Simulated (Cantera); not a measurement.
Cantera run, input and output.

```python
import numpy as np
import cantera as ct

gas = ct.Solution("gri30.yaml", transport_model="multicomponent")
show = ['H', 'N2', 'CH4']

rows = []
print(f"{'T/K':>7s}{'rho':>11s}{'cp':>10s}{'mu':>11s}{'lambda':>11s}{'Pr':>7s}" + "".join(f"{'D_' + s:>11s}" for s in show))
for T in [400, 550, 700, 850, 1000, 1150, 1300, 1450, 1600]:
    gas.TPX = T, 500000, {'C2H6': 0.062}
    Pr = gas.cp_mass * gas.viscosity / gas.thermal_conductivity
    D = [gas.mix_diff_coeffs_mole[gas.species_index(s)] for s in show]
    rows.append([gas.density, gas.cp_mass, gas.viscosity, gas.thermal_conductivity, Pr, *D])
    print(f"{T:7g}{gas.density:11.4e}{gas.cp_mass:10.1f}{gas.viscosity:11.4e}"
          f"{gas.thermal_conductivity:11.4e}{Pr:7.3f}" + "".join(f"{d:11.4e}" for d in D))
print("SI units: kg/m3, J/kg/K, Pa s, W/m/K, m2/s")
```

Output:

```
    T/K        rho        cp         mu     lambda     Pr        D_H       D_N2      D_CH4
    400 4.5207e+00    2166.5 1.2323e-05 3.5498e-02  0.752 2.8571e-05 5.0697e-06 5.4571e-06
    550 3.2878e+00    2784.4 1.6244e-05 6.0058e-02  0.753 5.0738e-05 8.9060e-06 9.6840e-06
    700 2.5833e+00    3308.0 1.9713e-05 8.6597e-02  0.753 7.7512e-05 1.3519e-05 1.4788e-05
    850 2.1274e+00    3716.6 2.2851e-05 1.1290e-01  0.752 1.0844e-04 1.8836e-05 2.0681e-05
   1000 1.8083e+00    4080.0 2.5738e-05 1.3977e-01  0.751 1.4318e-04 2.4805e-05 2.7303e-05
   1150 1.5724e+00    4364.9 2.8428e-05 1.6540e-01  0.750 1.8152e-04 3.1387e-05 3.4608e-05
   1300 1.3910e+00    4601.4 3.0960e-05 1.9017e-01  0.749 2.2325e-04 3.8551e-05 4.2560e-05
   1450 1.2471e+00    4796.5 3.3362e-05 2.1390e-01  0.748 2.6822e-04 4.6272e-05 5.1130e-05
   1600 1.1302e+00    4956.8 3.5656e-05 2.3656e-01  0.747 3.1631e-04 5.4529e-05 6.0294e-05
SI units: kg/m3, J/kg/K, Pa s, W/m/K, m2/s
```

Cantera simulation using GRI-Mech 3.0 (53 species, 325 reactions); the numbers are that mechanism's predictions, not measurements. The composition is frozen, though it would react at the higher temperatures.
